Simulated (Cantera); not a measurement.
Feed: 1 mol SiC, 4.8 mol CO2, 4.9 mol N2, 0.022 mol N2O, held at 1048 K and 720000 Pa.

Cantera equilibrium calculation (NASA polynomials, part measured and part estimated; ideal gas, pure solids and liquids). Candidate condensed phases: C, Si, SiC, SiO2, Si2N2O, Si3N4; 34 gas species. Rates play no part.

Base state: N2 0.467, CO 0.344, CO2 0.189 (mole fractions); condensed: C(graphite) + SiO2(β-quartz).

What changes in the equilibrium state with this change: temperature from 1048 K to 1698.15 K?


```csv
species,before,after
N2,0.467,0.459
CO,0.344,0.371
CO2,0.189,0.170
"C(graphite), mol",0.174,0
"SiO2(β-quartz), mol",1.00,0
"SiO2(condensed), mol",0,1.00
```
The tables hold silica as quartz up to 1696 K and as liquid above; real silica turns to tridymite and cristobalite and melts near 1996 K.

What changes in the equilibrium state with this change: temperature from 1048 K to 925 K?


| species | before | after |
|---|---|---|
| N2 | 0.467 | 0.528 |
| CO2 | 0.189 | 0.346 |
| CO | 0.344 | 0.126 |
| C(graphite), mol | 0.174 | 1.40 |
| SiO2(β-quartz), mol | 1.00 | 1.00 |

What changes in the equilibrium state with this change: pressure from 720000 Pa to 130 Pa?


| species | before | after |
|---|---|---|
| N2 | 0.467 | 0.459 |
| CO | 0.344 | 0.371 |
| CO2 | 0.189 | 0.170 |
| C(graphite), mol | 0.174 | 0 |
| SiO2(β-quartz), mol | 1.00 | 1.00 |
